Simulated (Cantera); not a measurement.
An isothermal, constant-pressure homogeneous reactor starts with 0.395 % CO, 0.771 % O₂, 0.0366 % H₂O, 98.8 % N₂, equivalence ratio 0.26, at 925 K and 195 Torr.

Computed with Cantera and GRI-Mech 3.0 (53 species, 325 reactions).

x: mole fraction; the columns are a selection and need not sum to one.

```
t (s)         x CO     x O₂     x H₂O       x H      x OH
--------  --------  -------  --------  --------  --------
2.00e-5    0.00395  0.00771  0.000366    <1e-12    <1e-12
6.91e-5    0.00395  0.00771  0.000366    <1e-12    <1e-12
0.000239   0.00395  0.00771  0.000366    <1e-12    <1e-12
0.000825   0.00395  0.00771  0.000366    <1e-12    <1e-12
0.00285    0.00395  0.00771  0.000366    <1e-12    <1e-12
0.00985    0.00395  0.00771  0.000366    <1e-12    <1e-12
0.0340     0.00395  0.00771  0.000366    <1e-12    <1e-12
0.118      0.00395  0.00771  0.000366  1.21e-12    <1e-12
0.406      0.00395  0.00771  0.000366  7.86e-12  3.38e-12
1.40       0.00395  0.00771  0.000366  5.68e-10  2.46e-10
4.85       0.00225  0.00686  0.000361   5.74e-7         …
16.8      0.000349  0.00591  0.000365   4.83e-8         …
57.9       3.22e-5  0.00576  0.000366   1.63e-9         …
200        1.72e-6  0.00574  0.000366  3.43e-11         …
```

Question: Some entries are withheld; supply them.

Answer: 
- 4.85, x OH: 3.36e-7
- 16.8, x OH: 1.52e-7
- 57.9, x OH: 5.29e-8
- 200, x OH: 2.02e-8
